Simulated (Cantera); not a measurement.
Cantera run, input and output.

```python
import numpy as np
import cantera as ct

gas = ct.Solution("gri30.yaml")
gas.TPX = 2175, 2666, {'NO': 1, 'N2': 19}
reactor = ct.IdealGasConstPressureReactor(gas, energy="off", clone=False)
net = ct.ReactorNet([reactor])
net.rtol, net.atol = 1e-08, 1e-18
show = ['NO', 'O', 'NO2', 'O2', 'N2O', 'N2']
times = np.geomspace(1e-05, 10, 9)

steps = ct.SolutionArray(gas, extra=["t"])
rows = []
print(f"{'t/s':>10s}{'T/K':>9s}{'P/Pa':>11s}" + "".join(f"{s:>11s}" for s in show))
for t in times:
    while net.time < t:
        t_next = net.step()
        steps.append(gas.state, t=t_next)
    rows.append([np.interp(t, steps.t, y) for y in (steps.T, steps.P, *steps(*show).X.T)])
    print(f"{t:10.3e}{rows[-1][0]:9.1f}{rows[-1][1]:11.4g}" + "".join(f"{x:11.3e}" for x in rows[-1][2:]))
rate = np.gradient(steps.T, steps.t)
print("integrator steps:", len(steps.t))
if steps.T.max() > steps.T[0] + 200:
    print(f"time of steepest temperature rise: {steps.t[rate.argmax()]:.4e} s")
gas.TPX = 2175, 2666, {'NO': 1, 'N2': 19}
gas.equilibrate("TP")
print(f"equilibrium (TP): T = {gas.T:.1f} K  " + "  ".join(f"{s} {gas[s].X[0]:.3e}" for s in show))
```

Result:

```
       t/s      T/K       P/Pa         NO          O        NO2         O2        N2O         N2
 1.000e-05   2175.0       2666  5.000e-02  2.493e-09  2.814e-14  5.468e-14  2.489e-09  9.500e-01
 5.623e-05   2175.0       2666  5.000e-02  1.408e-08  8.748e-13  1.736e-12  1.393e-08  9.500e-01
 3.162e-04   2175.0       2666  5.000e-02  8.109e-08  2.514e-11  5.593e-11  7.643e-08  9.500e-01
 1.778e-03   2175.0       2666  5.000e-02  5.099e-07  5.132e-10  1.908e-09  3.756e-07  9.500e-01
 1.000e-02   2175.0       2666  4.999e-02  3.864e-06  5.840e-09  7.773e-08  1.111e-06  9.500e-01
 5.623e-02   2175.0       2666  4.997e-02  2.659e-05  4.328e-08  3.167e-06  1.297e-06  9.500e-01
 3.162e-01   2175.0       2666  4.963e-02  1.524e-04  2.482e-07  1.060e-04  1.252e-06  9.501e-01
 1.778e+00   2175.0       2666  4.350e-02  7.477e-04  1.083e-06  2.866e-03  8.773e-07  9.529e-01
 1.000e+01   2175.0       2666  7.349e-03  1.977e-03  4.906e-07  2.031e-02  5.521e-08  9.704e-01
integrator steps: 599
equilibrium (TP): T = 2175.0 K  NO 4.280e-03  O 2.094e-03  NO2 2.963e-07  O2 2.179e-02  N2O 4.321e-08  N2 9.718e-01
```

Cantera simulation using GRI-Mech 3.0 (53 species, 325 reactions); the numbers are that mechanism's predictions, not measurements. Radical loss at walls, strong at low pressure, is not modelled.
